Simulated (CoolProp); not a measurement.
Vapour-liquid equilibrium of propylene (1) + R22 (2) at 244.8 K; x and y are mole fractions of (1).

Model: multi-fluid Helmholtz-energy mixture model, Lemmon 2013 and Kamei 1995; pair parameters Bell 2016, in CoolProp.

| x | bubble pressure, mixture model (bar) | bubble pressure, Raoult's law (bar) | y, mixture model | y, Raoult's law |
|---|---|---|---|---|
| 0.05 | 1.829 | 1.781 | 0.085 | 0.063 |
| 0.125 | 1.923 | 1.818 | 0.192 | 0.155 |
| 0.2 | 2.002 | 1.856 | 0.282 | 0.243 |
| 0.275 | 2.068 | 1.893 | 0.361 | 0.327 |
| 0.35 | 2.124 | 1.930 | 0.431 | 0.409 |
| 0.425 | 2.170 | 1.968 | 0.496 | 0.487 |
| 0.5 | 2.207 | 2.005 | 0.558 | 0.562 |
| 0.575 | 2.237 | 2.042 | 0.618 | 0.635 |
| 0.65 | 2.259 | 2.080 | 0.678 | 0.704 |
| 0.725 | 2.274 | 2.117 | 0.739 | 0.772 |
| 0.8 | 2.281 | 2.154 | 0.803 | 0.837 |
| 0.875 | 2.279 | 2.191 | 0.871 | 0.900 |
| 0.95 | 2.267 | 2.229 | 0.945 | 0.961 |

The largest gap from Raoult's law is +10.3 % in bubble pressure, at x = 0.425. y crosses x between x = 0.8 and 0.875: the model has an azeotrope there.

The pair parameters rest on a limited set of measurements; away from them the model extrapolates.
